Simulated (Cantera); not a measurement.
Cantera run:

```python
import numpy as np
import cantera as ct

gas_names = [...]  # 92 gases of nasa_gas.yaml made of C, H, N
cond_names = """
    C(gr) C6H6(L) C7H8(L) C8H18(L),n-octa
""".split()


# ... load() reads the species with a 1 bar reference pressure and builds the phases ...
atoms = {
    'toluene': {'C': 7, 'H': 8},
    'NH3': {'N': 1, 'H': 3},
    'H2': {'H': 2},
}
top_T = {'C(gr)': 4500}  # K; cautious upper limits of use, not melting points


# ... equilibrate(T, P, feed) seeds the gas with the atoms and calls Mixture.equilibrate('TP', solver="vcs", rtol=1e-11, max_steps=5000) ...
results = []
feed = {'toluene': 1, 'NH3': 1.1, 'H2': 43}  # mol
T = 773  # K
for P in [10, 100, 1000, 10000, 100000, 1000000, 10000000]:
    mix = equilibrate(T, P, feed)
    results.append((T, P, feed, dict(zip(mix.species_names, mix.species_moles))))

top = {s: max(r[3][s] / sum(r[3][g] for g in gas_names) for r in results) for s in gas_names}
cols = sorted((s for s in top if top[s] > 0.0001), key=lambda s: -top[s])[:8]
seen = [c for c in cond_names if any(r[3].get(c, 0) > 1e-12 for r in results)]
print("log10 of partial pressures in bar; condensed amounts in mol")
print(f"{'P/Pa':>10s}" + "".join(f"{s[:9]:>10s}" for s in cols + seen))
for T, P, feed, n in results:
    ng = sum(n[g] for g in gas_names)
    print(f"{P:10.4g}" + "".join(f"{np.log10(max(n[s] / ng * P / 1e5, 1e-99)):10.3f}" for s in cols)
          + "".join(f"{n.get(c, 0):10.4g}" for c in seen))
```

Output:

```
log10 of partial pressures in bar; condensed amounts in mol
      P/Pa        H2       CH4       NH3        N2     C(gr)
        10    -4.005    -7.684   -11.385    -5.952      6.99
       100    -3.006    -5.686    -9.386    -4.951     6.899
      1000    -2.014    -3.702    -7.394    -3.943     6.041
     1e+04    -1.077    -1.827    -5.463    -2.892    0.6267
     1e+05    -0.086    -0.780    -3.476    -1.890         0
     1e+06     0.913     0.221    -1.502    -0.939         0
     1e+07     1.908     1.228     0.265    -0.390         0
```

Method: chemical equilibrium by Gibbs-energy minimisation in Cantera with the NASA 1993 tables (ideal gas, pure condensed phases). The ideal-gas law is rough above about 30 bar.
